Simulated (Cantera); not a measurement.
Charge: 1 mol Pb, 2.1 mol NH₃, 92 mol H₂, held at 1 atm.

Equilibrium computed with Cantera from the NASA thermochemical tables; the gas is ideal and each condensed phase is pure. Candidate condensed phases: Pb; 11 gas species. Rates play no part.

Q: What share of the Pb ends up in condensed phases as a function of T (°C), at 750, 800, 850, 900, 950, 1000, 1050, 1100, 1150, 1200, 1250, 1300, 1350?

A: 
```json
[
 {"T (°C)": "750", "Pb condensed (%)": "99.7", "as": "Pb(l)"},
 {"T (°C)": "800", "Pb condensed (%)": "99.3", "as": "Pb(l)"},
 {"T (°C)": "850", "Pb condensed (%)": "98.3", "as": "Pb(l)"},
 {"T (°C)": "900", "Pb condensed (%)": "96.0", "as": "Pb(l)"},
 {"T (°C)": "950", "Pb condensed (%)": "91.4", "as": "Pb(l)"},
 {"T (°C)": "1000", "Pb condensed (%)": "82.5", "as": "Pb(l)"},
 {"T (°C)": "1050", "Pb condensed (%)": "66.5", "as": "Pb(l)"},
 {"T (°C)": "1100", "Pb condensed (%)": "38.7", "as": "Pb(l)"},
 {"T (°C)": "1150", "Pb condensed (%)": "0.0", "as": "-"},
 {"T (°C)": "1200", "Pb condensed (%)": "0.0", "as": "-"},
 {"T (°C)": "1250", "Pb condensed (%)": "0.0", "as": "-"},
 {"T (°C)": "1300", "Pb condensed (%)": "0.0", "as": "-"},
 {"T (°C)": "1350", "Pb condensed (%)": "0.0", "as": "-"}
]
```
